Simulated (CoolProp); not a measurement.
C3F8 (R218) along the isobar 1460 kPa: fugacity coefficient from the reference equation and from simpler models built on Tc = 345.0 K, pc = 2640 kPa, ω = 0.317; each cubic takes its own stable root.

Computed with CoolProp (reference Helmholtz-energy equation of state, Lemmon 2006). It is a short technical equation, of lower accuracy than the large ones.

```json
[
 {"T (K)": "194.3", "phase": "liquid", "reference": "0.006821"},
 {"T (K)": "205.2", "phase": "liquid", "reference": "0.01411"},
 {"T (K)": "216", "phase": "liquid", "reference": "0.02650"},
 {"T (K)": "226.8", "phase": "liquid", "reference": "0.04616"},
 {"T (K)": "237.6", "phase": "liquid", "reference": "0.07538"},
 {"T (K)": "248.5", "phase": "liquid", "reference": "0.1169"},
 {"T (K)": "259.3", "phase": "liquid", "reference": "0.1720"},
 {"T (K)": "270.1", "phase": "liquid", "reference": "0.2426"},
 {"T (K)": "281", "phase": "liquid", "reference": "0.3305"},
 {"T (K)": "291.8", "phase": "liquid", "reference": "0.4342"},
 {"T (K)": "302.6", "phase": "liquid", "reference": "0.5536"},
 {"T (K)": "313.5", "phase": "liquid", "reference": "0.6879"},
 {"T (K)": "324.3", "phase": "gas", "reference": "0.7727"},
 {"T (K)": "335.1", "phase": "gas", "reference": "0.7994"},
 {"T (K)": "346", "phase": "gas", "reference": "0.8220"}
]
```

How far does each simpler model (van der Waals, Redlich-Kwong, Soave-Redlich-Kwong, Peng-Robinson) lie from the reference over these 15 states: mean and median of the absolute difference, and the worst?


- van der Waals: mean 318.4 %, median 121.4 %, worst +1596.2 % at 194.3 K and 1460 kPa
- Redlich-Kwong: mean 61.2 %, median 42.7 %, worst +194.4 % at 194.3 K and 1460 kPa
- Soave-Redlich-Kwong: mean 1.0 %, median 1.0 %, worst +2.0 % at 291.8 K and 1460 kPa
- Peng-Robinson: mean 1.2 %, median 0.8 %, worst +2.9 % at 194.3 K and 1460 kPa

At some of these states van der Waals, Redlich-Kwong gives the other phase, because its saturation line lies elsewhere.
